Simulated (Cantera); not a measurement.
Feed: 1 mol Al, 5 mol H2O, 50 mol H2, equilibrated at 650 °C and 285 Torr.

Method: chemical equilibrium by Gibbs-energy minimisation in Cantera with the NASA 1993 tables (ideal gas, pure condensed phases). Candidate condensed phases: Al, Al2O3, H2O; 19 gas species. Equilibrium is a limit: real reactors are often held back by kinetics, nucleation or transport.

Base state: H2 0.936, H2O 0.0636 (mole fractions); condensed: Al2O3(s).

### Question
What changes in the equilibrium state with this change: temperature from 650 °C to 1627 °C?

### Answer
| species | before | after |
|---|---|---|
| H2 | 0.936 | 0.935 |
| H2O | 0.0636 | 0.0636 |
| H | <1e-9 | 0.00124 |
| Al2O3(s), mol | 0.500 | 0.500 |
Gases not in the tables: Al(OH)3.
